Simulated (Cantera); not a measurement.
An isothermal, constant-pressure homogeneous reactor starts with 23.8 % CH4, 47.6 % H2O, 28.6 % H2, at 1698 K and 0.250 bar.

Cantera simulation using GRI-Mech 3.0 (53 species, 325 reactions); the numbers are that mechanism's predictions, not measurements.

One state of this run: x CH4 = 0.164; x H2O = 0.447; x H2 = 0.357; x H = 0.000125; x O2 = 7.57e-10; x CO2 = 2.95e-5; x CO = 0.00103. x: mole fraction; the columns are a selection and need not sum to one.

Task: Which value of t (s) does it belong to?
A. 0.0671
B. 90.0
C. 0.0111
D. 2.46

Result: C, 0.0111
